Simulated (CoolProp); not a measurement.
The fluoroketone C6F12O (FK-5-1-12) along the isotherm 401.7 K: Z from the reference equation and from simpler models built on Tc = 441.8 K, pc = 1.869 MPa, ω = 0.471; each cubic takes its own stable root.

Computed with CoolProp (reference Helmholtz-energy equation of state, McLinden 2015).

```
p (MPa)   phase  reference  van der Waals  Redlich-Kwong  Soave-Redlich-Kwong  Peng-Robinson
-------  ------  ---------  -------------  -------------  -------------------  -------------
0.0935      gas     0.9748         0.9810         0.9773               0.9755         0.9734
0.187       gas     0.9486         0.9614         0.9538               0.9501         0.9460
0.28        gas     0.9213         0.9411         0.9295               0.9238         0.9176
0.374       gas     0.8923         0.9198         0.9040               0.8959         0.8877
0.467       gas     0.8619         0.8978         0.8776               0.8668         0.8566
0.561       gas     0.8290         0.8743         0.8495               0.8356         0.8234
0.654       gas     0.7937         0.8499         0.8200               0.8024         0.7884
0.748       gas     0.7543         0.8236         0.7882               0.7660         0.7500
0.935    liquid    0.07359         0.7651         0.7161              0.08623        0.07610
```

At some of these states van der Waals, Redlich-Kwong gives the other phase, because its saturation line lies elsewhere.
